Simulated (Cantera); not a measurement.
## Equilibrium for calcination and drying: MgCO₃ + CO₂

A closed system holds: 1 mol MgCO₃, 3.9 mol CO₂, at 850 K and 0.100 bar.

Method: chemical equilibrium by Gibbs-energy minimisation in Cantera with the NASA 1993 tables (ideal gas, pure condensed phases). Candidate condensed phases: C, Mg, MgCO₃, MgO; 15 gas species. Rates play no part.

| Quantity | Result |
|---|---|
| x(CO₂) | 1.00 |
| n(MgO(s)) | 1.00 mol |
| gas amount | 4.900 mol |
| log10 activity of MgCO₃(s) (absent) | -2.78 |
| log10 activity of C(graphite) (absent) | -15.90 |
| log10 activity of Mg(s) (absent) | -26.61 |
